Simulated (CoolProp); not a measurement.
A closed Brayton cycle with carbon dioxide: compressor inlet 332.15 K and 9.6 MPa, high pressure 24.3 MPa, turbine inlet 970 K, compressor efficiency 0.8, turbine efficiency 0.9, recuperator effectiveness 0 (on enthalpy, no pinch check). Each further row changes one setting.

Computed with CoolProp (reference Helmholtz-energy equation of state, Span 1996).

| case | thermal efficiency (%) | net work (kJ/kg) | compressor to turbine work | compressor exit (K) | turbine exit (K) |
|---|---|---|---|---|---|
| as stated | 13.1 | 96.8 | 0.34 | 408.5 | 846.2 |
| turbine inlet 920 K | 13.1 | 88.7 | 0.36 | 408.5 | 800.4 |
| compressor inlet 342.15 K | 12.7 | 90.1 | 0.39 | 425.8 | 846.2 |
| high pressure 20.7 MPa | 11.1 | 83.0 | 0.32 | 394.9 | 866.9 |
| recuperator effectiveness 0.5 | 20.1 | 96.8 | 0.34 | 408.5 | 846.2 |
